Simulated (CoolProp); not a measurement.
Saturation properties of n-nonane (Tc = 321.4 °C, pc = 2.282 MPa, ω = 0.443).

Computed with CoolProp (reference Helmholtz-energy equation of state, Lemmon 2006). It is a short technical equation, of lower accuracy than the large ones.

```json
[
 {"T (°C)": "81.55", "p (MPa)": "0.01034", "liquid density (kg/m³)": "668.7", "vapour Z": "0.9887", "vapour viscosity (µPa s)": "6.42", "liquid conductivity (mW/(m K))": "112"},
 {"T (°C)": "88.65", "p (MPa)": "0.01374", "liquid density (kg/m³)": "662.9", "vapour Z": "0.9861", "vapour viscosity (µPa s)": "6.54", "liquid conductivity (mW/(m K))": "111"},
 {"T (°C)": "95.65", "p (MPa)": "0.01795", "liquid density (kg/m³)": "657.1", "vapour Z": "0.9831", "vapour viscosity (µPa s)": "6.66", "liquid conductivity (mW/(m K))": "109"},
 {"T (°C)": "102.75", "p (MPa)": "0.02324", "liquid density (kg/m³)": "651.1", "vapour Z": "0.9796", "vapour viscosity (µPa s)": "6.77", "liquid conductivity (mW/(m K))": "107"},
 {"T (°C)": "109.85", "p (MPa)": "0.02973", "liquid density (kg/m³)": "645.1", "vapour Z": "0.9756", "vapour viscosity (µPa s)": "6.89", "liquid conductivity (mW/(m K))": "106"},
 {"T (°C)": "116.85", "p (MPa)": "0.03751", "liquid density (kg/m³)": "639.1", "vapour Z": "0.9712", "vapour viscosity (µPa s)": "7.01", "liquid conductivity (mW/(m K))": "104"},
 {"T (°C)": "123.95", "p (MPa)": "0.04698", "liquid density (kg/m³)": "633.0", "vapour Z": "0.9662", "vapour viscosity (µPa s)": "7.13", "liquid conductivity (mW/(m K))": "103"},
 {"T (°C)": "130.95", "p (MPa)": "0.05812", "liquid density (kg/m³)": "626.8", "vapour Z": "0.9606", "vapour viscosity (µPa s)": "7.24", "liquid conductivity (mW/(m K))": "102"},
 {"T (°C)": "138.05", "p (MPa)": "0.07146", "liquid density (kg/m³)": "620.5", "vapour Z": "0.9545", "vapour viscosity (µPa s)": "7.36", "liquid conductivity (mW/(m K))": "100"},
 {"T (°C)": "145.05", "p (MPa)": "0.08689", "liquid density (kg/m³)": "614.2", "vapour Z": "0.9477", "vapour viscosity (µPa s)": "7.47", "liquid conductivity (mW/(m K))": "98.7"},
 {"T (°C)": "152.15", "p (MPa)": "0.1051", "liquid density (kg/m³)": "607.7", "vapour Z": "0.9402", "vapour viscosity (µPa s)": "7.59", "liquid conductivity (mW/(m K))": "97.4"},
 {"T (°C)": "159.25", "p (MPa)": "0.1262", "liquid density (kg/m³)": "601.0", "vapour Z": "0.9321", "vapour viscosity (µPa s)": "7.71", "liquid conductivity (mW/(m K))": "96.0"},
 {"T (°C)": "166.25", "p (MPa)": "0.1501", "liquid density (kg/m³)": "594.4", "vapour Z": "0.9233", "vapour viscosity (µPa s)": "7.82", "liquid conductivity (mW/(m K))": "94.7"}
]
```

It boils at 150.8 °C under 1 atm.

Viscosity comes from a separate model (Huber 2004). Thermal conductivity comes from a separate model (Huber 2005).
